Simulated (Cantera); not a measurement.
A closed system holds: 1 mol SiH2Cl2, 20 mol NH3, 4.7 mol N2, at 1623.15 K and 0.195 Torr.

Method: chemical equilibrium by Gibbs-energy minimisation in Cantera with the NASA 1993 tables (ideal gas, pure condensed phases). Candidate condensed phases: NH4Cl, Si, Si3N4; 28 gas species. The tables' values for SiCl are old estimates; treat these amounts as uncertain. The numbers say what is thermodynamically allowed, not how fast it happens.

Base state: H2 0.645, N2 0.314, HCl 0.0316, SiCl2 0.00543, H 0.00345, Si 0.000604, Cl 0.000133, SiCl 0.000106 (mole fractions); condensed: Si(s).

**Question.** What changes in the equilibrium state with this change: temperature from 1623.15 K to 1848 K?

**Answer.** 
```csv
species,before,after
H2,0.645,0.614
N2,0.314,0.305
HCl,0.0316,0.0330
H,0.00345,0.0258
Si,0.000604,0.0161
Si2,1.73e-6,7.45e-5
Si3,3.95e-7,1.15e-5
SiH,1.57e-5,0.000203
SiN,4.31e-6,5.52e-5
"Si(s), mol",0.711,0
```
The tables' values for SiCl, SiN are old estimates; treat these amounts as uncertain. Gases not in the tables: Si2H6 and higher silanes.
